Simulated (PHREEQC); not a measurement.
## Sulfide liquor with single salt, acid or base: an equilibrium model

Solution A (0.024 mol/kgw Na2S and 0.23 mol/kgw NaCl) is mixed with solution B (0.059 mol NH4HS per kg of water) at 75 °C; shares are by mass of water, 1 kg in all. The system is closed to oxygen. CO2 from the air is kept out. Slow redox steps are shut off: ammonium isn't oxidised. The run lets Halite precipitate or redissolve, and no other solid.

Computed with PHREEQC (ion-association model, phreeqc.dat).

### Question
Predict pH, H2S (mol/kgw) at share of solution B = 0.2, 0.4, 0.5, 0.7.

### Answer
```tsv
share of solution B	pH	H2S (mol/kgw)
0.2	10.20	4.09e-6
0.4	8.35	0.000403
0.5	8.01	0.000960
0.7	7.61	0.00288
```

With this much S-2 the pH rests on the database's HS-/S-2 constant; if that pK is higher, the solution is more alkaline. Away from 25 °C the constants follow the database's enthalpies or fits; those with neither stay at their 25 °C values. The database's pK near 12.9 for HS-/S-2 is now thought far too low, so its S-2 is overstated.
